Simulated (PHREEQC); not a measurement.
A solution holds 0.014 mol/kgw FeCl3, 6.9e-05 mol/kgw ZnCl2, 0.0016 mol/kgw NaHCO3 and 0.00017 mol/kgw Na2SO4, at 20 °C. Closed to the air; pH follows from the charge balance.

Equilibrium calculation in PHREEQC: ion-association model, phreeqc.dat.

This is a speciation only: nothing precipitates in the calculation.

### Question
Order these S species by the share of S that they hold, largest first: SO4-2, FeHSO4+2, FeSO4+, HSO4-.

### Answer
FeSO4+ (80 %), SO4-2 (15 %), HSO4- (3.0 %), FeHSO4+2 (1.9 %)

The pH is 2.35 and the ionic strength 0.0714 mol/kgw. The solution is supersaturated, for example in Hematite (slow to form), Goethite (slow to form), so a real one may precipitate; this is no full list.
